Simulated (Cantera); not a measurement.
Feed: 1 mol CaO, 2.7 mol NF3, 0.58 mol H2, held at 0.000430 bar.

Method: chemical equilibrium by Gibbs-energy minimisation in Cantera with the NASA 1993 tables (ideal gas, pure condensed phases). Candidate condensed phases: Ca, CaF2, CaO, Ca(OH)2, H2O; 47 gas species. The numbers say what is thermodynamically allowed, not how fast it happens.

Q: At 1498 K, list the 5 most abundant gas species with their mole fractions, and the condensed phases.

A: F 0.618, N2 0.169, HF 0.145, O2 0.0624, CaF2 0.00486. Condensed: CaF2(s).
